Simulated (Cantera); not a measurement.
Feed: 1 mol SiH₂Cl₂, 0.024 mol C₃H₈, 92 mol H₂, held at 1425 K and 10.0 mbar.

These are equilibrium values from Cantera (NASA tables, ideal gas, pure condensed phases), not measurements of a reactor. Candidate condensed phases: C, C₆H₆, C₇H₈, C₈H₁₈, Si, SiC; 109 gas species. Mutual solubility and eutectic melting of coexisting phases are not modelled. Equilibrium is a limit: real reactors are often held back by kinetics, nucleation or transport.

Base state: H₂ 0.980, HCl 0.0190, SiCl₂ 0.00111, H 6.75e-5 (mole fractions); condensed: Si(s) + SiC(s).

Question: What changes in the equilibrium state with this change: temperature from 1425 K to 1798 K?

Answer: 
```
species       before     after
-----------  -------  --------
H₂             0.980     0.976
HCl           0.0190    0.0188
H            6.75e-5   0.00348
Si           1.61e-7  0.000308
SiCl₂        0.00111   0.00113
SiH          7.08e-8   3.50e-5
SiCl         4.42e-7   5.15e-5
SiH₂         5.31e-7   2.88e-5
Si(s), mol     0.822         0
SiC(s), mol   0.0720    0.0717
Si(l), mol         0     0.781
```
The tables' values for SiCl are old estimates; treat these amounts as uncertain. Gases not in the tables: Si₂H₆ and higher silanes.

Question: What changes in the equilibrium state with this change: SiH₂Cl₂ replaced by SiF₄?

Answer: 
| species | before | after |
|---|---|---|
| H₂ | 0.980 | 0.984 |
| SiF₄ | 0 | 0.00776 |
| HF | 0 | 0.00546 |
| HCl | 0.0190 | 0 |
| SiF₃ | 0 | 0.00159 |
| SiCl₂ | 0.00111 | 0 |
| SiHF₃ | 0 | 0.000389 |
| SiF₂ | 0 | 0.000212 |
| CH₄ | 1.94e-7 | 1.06e-5 |
| Si(s), mol | 0.822 | 0 |
| SiC(s), mol | 0.0720 | 0.0710 |
The tables' values for SiF₃, SiF₂ are old estimates; treat these amounts as uncertain.
